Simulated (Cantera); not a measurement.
# Thermodynamics of hydrogen reduction and annealing atmospheres, feed V2O5 + H2 + H2O

Input: 1 mol V2O5, a varied amount of H2, 0.096 mol H2O, equilibrated at 1475 K and 160000 Pa.

These are equilibrium values from Cantera (NASA tables, ideal gas, pure condensed phases), not measurements of a reactor. Candidate condensed phases: H2O, V, VO, V2O3, V2O4, V2O5; 12 gas species. Mutual solubility and eutectic melting of coexisting phases are not modelled. Condensed phases not in the tables: the oxides between V2O3 and V2O5 other than VO2. Gases not in the tables: V4O10. Equilibrium is a limit: real reactors are often held back by kinetics, nucleation or transport.

| n(H2) (mol) | x H2O | x H2 | x O2 | x OH | x H | n V2O4(s) | n V2O5(l) | n V2O3(s) |
|---|---|---|---|---|---|---|---|---|
| 0.59 | 0.983 | 8.13e-6 | 0.0166 | 9.27e-5 | 2.92e-8 | 0.613 | 0.387 | 0 |
| 0.8 | 0.983 | 8.13e-6 | 0.0166 | 9.27e-5 | 2.92e-8 | 0.830 | 0.170 | 0 |
| 1.1 | 0.996 | 0.00423 | 6.29e-8 | 4.12e-6 | 6.67e-7 | 0.905 | 0 | 0.0949 |
| 1.5 | 0.996 | 0.00423 | 6.29e-8 | 4.12e-6 | 6.67e-7 | 0.507 | 0 | 0.493 |
| 2 | 0.996 | 0.00423 | 6.29e-8 | 4.12e-6 | 6.67e-7 | 0.00885 | 0 | 0.991 |
| 2.7 | 0.750 | 0.250 | 1.02e-11 | 4.03e-7 | 5.13e-6 | 0 | 0 | 1.00 |
| 3.7 | 0.552 | 0.448 | 1.72e-12 | 2.22e-7 | 6.86e-6 | 0 | 0 | 1.00 |
| 5 | 0.411 | 0.589 | <1e-12 | 1.44e-7 | 7.87e-6 | 0 | 0 | 1.00 |
| 6.8 | 0.304 | 0.696 | <1e-12 | 9.79e-8 | 8.55e-6 | 0 | 0 | 1.00 |
| 9.2 | 0.225 | 0.775 | <1e-12 | 6.88e-8 | 9.02e-6 | 0 | 0 | 1.00 |
x: gas mole fraction; n: condensed amount in mol.

From 0.59 mol H2 to 0.8 mol H2 the condensed part is V2O4(s) + V2O5(l). From 1.1 mol H2 to 2 mol H2 the condensed part is V2O3(s) + V2O4(s). From 2.7 mol H2 to 9.2 mol H2 the condensed part is V2O3(s).
